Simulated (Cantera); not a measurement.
Input: 1 mol CH3Cl, 2.6 mol F2, 4.9 mol H2, at 1475 K and 0.000340 bar.

These are equilibrium values from Cantera (NASA tables, ideal gas, pure condensed phases), not measurements of a reactor. Candidate condensed phases: C, C6H6, C7H8, C8H18; 118 gas species. Equilibrium is a limit: real reactors are often held back by kinetics, nucleation or transport.

Base state: HF 0.547, H2 0.347, HCl 0.105, H 0.000414, Cl 0.000102 (mole fractions); condensed: C(graphite).

What changes in the equilibrium state with this change: CH3Cl replaced by CH2F2?


```
species             before     after
----------------  --------  --------
HF                   0.547     0.758
H2                   0.347     0.242
H                 0.000414  0.000346
HCl                  0.105         0
Cl                0.000102         0
C(graphite), mol     1.000     1.000
```

What changes in the equilibrium state with this change: F2 from 2.6 to 0.54 mol?


| species | before | after |
|---|---|---|
| H2 | 0.347 | 0.720 |
| HF | 0.547 | 0.145 |
| HCl | 0.105 | 0.134 |
| H | 0.000414 | 0.000597 |
| Cl | 0.000102 | 9.02e-5 |
| C(graphite), mol | 1.000 | 1.000 |
